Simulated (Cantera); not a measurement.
What does this Cantera script print?

```python
import numpy as np
import cantera as ct

gas_names = """
    Fe FeO Fe(OH)2 H HNO HNO2 HNO3 HO2 H2 H2O H2O2 N NH NH2 NH3 NH2OH NO NO2 NO3 N2 N2H2 N2H4 N2O O OH
    O2 O3
""".split()
cond_names = """
    Fe(a) Fe(c) Fe(d) Fe(L) FeO(s) FeO(L) Fe(OH)2(s) Fe(OH)3(s) Fe2O3(s) Fe3O4(s) H2O(s) H2O(L)
""".split()


def load(file, names, dense=False):
    # The tables refer to 1 bar. Condensed volumes are neglected.
    table = {s.name: s for s in ct.Species.list_from_file(file)}
    out = []
    for n in names:
        d = dict(table[n].input_data)
        d["thermo"] = dict(d["thermo"], **{"reference-pressure": 1e5})
        if dense:
            d["equation-of-state"] = {"model": "constant-volume", "density": "1e6 g/cm^3"}
        out.append(ct.Species.from_dict(d))
    return out


gas = ct.Solution(thermo="ideal-gas", species=load("nasa_gas.yaml", gas_names))
cond = {s.name: ct.Solution(thermo="fixed-stoichiometry", species=[s], name=s.name)
        for s in load("nasa_condensed.yaml", cond_names, dense=True)}
atoms = {
    'Fe2O3': {'Fe': 2, 'O': 3},
    'H2': {'H': 2},
    'N2': {'N': 2},
}
top_T = {'Fe2O3(s)': 1830, 'Fe3O4(s)': 1870}  # K; cautious upper limits of use, not melting points


def equilibrate(T, P, feed):
    n = {}
    for name, mol in feed.items():
        for a, k in atoms[name].items():
            n[a] = n.get(a, 0.0) + k * mol
    gas.TPX = T, P, n
    mass = sum(n.values()) * gas.mean_molecular_weight
    gas.equilibrate("TP")
    valid = [c for c in cond.values() if c.min_temp <= T <= top_T.get(c.name, c.max_temp)]
    mix = ct.Mixture([(gas, mass / gas.mean_molecular_weight)] + [(c, 0.0) for c in valid])
    mix.T, mix.P = T, P
    mix.equilibrate("TP", solver="vcs", rtol=1e-11, max_steps=5000)
    return mix


results = []
T = 2075  # K
P = 740  # Pa
for m in [74, 100, 130, 180, 240, 330, 450, 600]:
    feed = {'Fe2O3': 1, 'H2': m, 'N2': 1.9}  # mol
    mix = equilibrate(T, P, feed)
    results.append((T, P, feed, dict(zip(mix.species_names, mix.species_moles))))
    x = sorted(zip(gas.X, gas.species_names), reverse=True)
    print(f"T = {T:g} K  P = {P:g} Pa  n(H2) = {m:g} mol  gas = {mix.phase_moles(0):.4g} mol")
    print("   x: " + "  ".join(f"{s} {v:.3e}" for v, s in x if v > 1e-05))
    print("   condensed (mol): " + ("  ".join(f"{mix.phase(i).name} {mix.phase_moles(i):.4g}"
          for i in range(1, mix.n_phases) if mix.phase_moles(i) > 1e-12) or "none"))
```

Output:

```
T = 2075 K  P = 740 Pa  n(H2) = 74 mol  gas = 79.06 mol
   x: H2 8.836e-01  H2O 3.777e-02  H 2.911e-02  Fe 2.527e-02  N2 2.403e-02  OH 1.420e-04  FeO 2.562e-05
   condensed (mol): none
T = 2075 K  P = 740 Pa  n(H2) = 100 mol  gas = 105.5 mol
   x: H2 9.051e-01  H 2.946e-02  H2O 2.832e-02  Fe 1.895e-02  N2 1.802e-02  OH 1.052e-04  FeO 1.407e-05
   condensed (mol): none
T = 2075 K  P = 740 Pa  n(H2) = 130 mol  gas = 135.9 mol
   x: H2 9.196e-01  H 2.969e-02  H2O 2.198e-02  Fe 1.471e-02  N2 1.398e-02  OH 8.100e-05
   condensed (mol): none
T = 2075 K  P = 740 Pa  n(H2) = 180 mol  gas = 186.7 mol
   x: H2 9.331e-01  H 2.991e-02  H2O 1.600e-02  Fe 1.071e-02  N2 1.018e-02  OH 5.855e-05
   condensed (mol): none
T = 2075 K  P = 740 Pa  n(H2) = 240 mol  gas = 247.6 mol
   x: H2 9.421e-01  H 3.005e-02  H2O 1.207e-02  Fe 8.074e-03  N2 7.673e-03  OH 4.394e-05
   condensed (mol): none
T = 2075 K  P = 740 Pa  n(H2) = 330 mol  gas = 339 mol
   x: H2 9.495e-01  H 3.017e-02  H2O 8.815e-03  Fe 5.898e-03  N2 5.604e-03  OH 3.197e-05
   condensed (mol): none
T = 2075 K  P = 740 Pa  n(H2) = 450 mol  gas = 460.9 mol
   x: H2 9.548e-01  H 3.026e-02  H2O 6.485e-03  Fe 4.339e-03  N2 4.123e-03  OH 2.345e-05
   condensed (mol): none
T = 2075 K  P = 740 Pa  n(H2) = 600 mol  gas = 613.2 mol
   x: H2 9.584e-01  H 3.031e-02  H2O 4.874e-03  Fe 3.261e-03  N2 3.098e-03  OH 1.759e-05
   condensed (mol): none
```

Equilibrium computed with Cantera from the NASA thermochemical tables; the gas is ideal and each condensed phase is pure.
